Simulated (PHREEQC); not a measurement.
**Copper plating or etch bath: an equilibrium model**

Dissolve 0.0024 mol Cu(NO3)2 per kg of water at 25 °C. Closed to the air; pH follows from the charge balance.

Computed with PHREEQC (ion-association model, wateq4f.dat).

- pH: 5.09
- ionic strength: 0.00719 mol/kgw

```csv
species,molality,activity,log γ
NO3-,0.00480,0.00438,-0.040
Cu+2,0.00239,0.00170,-0.148
H+,8.81e-6,8.14e-6,-0.035
Cu2(OH)2+2,2.73e-6,1.91e-6,-0.155
CuOH+,2.28e-6,2.09e-6,-0.039
Cu(OH)2,5.35e-7,5.36e-7,0.001
OH-,1.35e-9,1.23e-9,-0.039
```

No solid was allowed to form.
